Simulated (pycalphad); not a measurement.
**Phase fractions of Al-0.7293Mn-3.283Si (wt.%)**

Source of the numbers: pycalphad with the COST 507 light-alloy database (1999); pressure 1 atm. These are 1990s assessments: newer ones move some temperatures and phases. Phase fractions are per mole of atoms.

```
T (°C)  LIQUID  FCC_A1  ALMNSI_ALPHA  DIAMOND_A4
------  ------  ------  ------------  ----------
677      1.000       -             -           -
602      0.258   0.728         0.014           -
527          -   0.960         0.020       0.020
452          -   0.955         0.020       0.025
377          -   0.952         0.021       0.027
302          -   0.951         0.021       0.029
227          -   0.950         0.021       0.029
```

Database names, with the compositions (at.%) that they take in these runs: ALMNSI_ALPHA: Al 70 Mn 17 Si 12. FCC_A1 is fcc; DIAMOND_A4 is diamond (Si).
